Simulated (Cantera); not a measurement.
What does this Cantera script print?

```python
import numpy as np
import cantera as ct

gas = ct.Solution("gri30.yaml")
gas.TPX = 1225, 1200, {'H2': 0.016, 'O2': 1}
reactor = ct.IdealGasConstPressureReactor(gas, energy="off", clone=False)
net = ct.ReactorNet([reactor])
net.rtol, net.atol = 1e-08, 1e-18
show = ['H2', 'O2', 'HO2', 'O', 'H', 'OH', 'H2O']
times = np.geomspace(2e-05, 2, 14)

steps = ct.SolutionArray(gas, extra=["t"])
rows = []
print(f"{'t/s':>10s}{'T/K':>9s}{'P/Pa':>11s}" + "".join(f"{s:>11s}" for s in show))
for t in times:
    while net.time < t:
        t_next = net.step()
        steps.append(gas.state, t=t_next)
    rows.append([np.interp(t, steps.t, y) for y in (steps.T, steps.P, *steps(*show).X.T)])
    print(f"{t:10.3e}{rows[-1][0]:9.1f}{rows[-1][1]:11.4g}" + "".join(f"{x:11.3e}" for x in rows[-1][2:]))
rate = np.gradient(steps.T, steps.t)
print("integrator steps:", len(steps.t))
if steps.T.max() > steps.T[0] + 200:
    print(f"time of steepest temperature rise: {steps.t[rate.argmax()]:.4e} s")
gas.TPX = 1225, 1200, {'H2': 0.016, 'O2': 1}
gas.equilibrate("TP")
print(f"equilibrium (TP): T = {gas.T:.1f} K  " + "  ".join(f"{s} {gas[s].X[0]:.3e}" for s in show))
```

Result:

```
       t/s      T/K       P/Pa         H2         O2        HO2          O          H         OH        H2O
 2.000e-05   1225.0       1200  1.575e-02  9.843e-01  4.074e-10  8.286e-11  3.268e-10  8.167e-11  2.564e-12
 4.849e-05   1225.0       1200  1.575e-02  9.843e-01  9.881e-10  4.025e-10  6.152e-10  3.884e-10  3.103e-11
 1.176e-04   1225.0       1200  1.575e-02  9.843e-01  2.397e-09  1.691e-09  1.023e-09  1.550e-09  3.224e-10
 2.850e-04   1225.0       1200  1.575e-02  9.843e-01  5.816e-09  6.741e-09  1.968e-09  5.602e-09  2.917e-09
 6.910e-04   1225.0       1200  1.575e-02  9.843e-01  1.414e-08  3.640e-08  6.958e-09  2.708e-08  2.936e-08
 1.675e-03   1225.0       1200  1.575e-02  9.843e-01  3.566e-08  6.503e-07  1.084e-07  4.614e-07  7.261e-07
 4.062e-03   1225.0       1200  1.508e-02  9.837e-01  7.687e-07  4.189e-04  7.128e-05  2.888e-04  4.916e-04
 9.848e-03   1225.0       1200  1.382e-04  9.703e-01  1.169e-06  1.272e-02  1.026e-03  1.416e-03  1.439e-02
 2.388e-02   1225.0       1200  9.226e-05  9.714e-01  1.068e-06  1.181e-02  8.388e-04  1.251e-03  1.463e-02
 5.789e-02   1225.0       1200  7.616e-05  9.737e-01  9.846e-07  9.651e-03  6.218e-04  1.138e-03  1.483e-02
 1.403e-01   1225.0       1200  5.043e-05  9.773e-01  8.188e-07  6.294e-03  3.293e-04  9.278e-04  1.514e-02
 3.403e-01   1225.0       1200  2.336e-05  9.809e-01  5.607e-07  2.873e-03  1.022e-04  6.328e-04  1.546e-02
 8.249e-01   1225.0       1200  7.275e-06  9.831e-01  2.911e-07  8.882e-04  1.764e-05  3.542e-04  1.567e-02
 2.000e+00   1225.0       1200  1.741e-06  9.838e-01  1.139e-07  2.123e-04  2.067e-06  1.739e-04  1.578e-02
integrator steps: 1074
equilibrium (TP): T = 1225.0 K  H2 3.109e-09  O2 9.841e-01  HO2 7.395e-09  O 3.836e-07  H 1.597e-10  OH 7.418e-06  H2O 1.587e-02
```

Computed with Cantera and GRI-Mech 3.0 (53 species, 325 reactions). Radical loss at walls, strong at low pressure, is not modelled.
